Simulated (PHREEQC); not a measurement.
Solution (25 °C): 180 mmol/kgw CuSO4, 9.5 mmol/kgw HBF4 and 11 mmol/kgw KCl. Closed to the air; pH follows from the charge balance.

The numbers come from PHREEQC with the ion-association model, phreeqc.dat.

Task: The ionic strength comes out as 0.367 mol/kgw. What activity coefficients do BF3OH-, HSO4-, HF2-, SO4-2, F- get?

Result: BF3OH- 0.73, HSO4- 0.73, HF2- 0.73, SO4-2 0.23, F- 0.66.

No solid was allowed to form. Real BF4- forms and hydrolyses slowly; the run takes it at equilibrium.
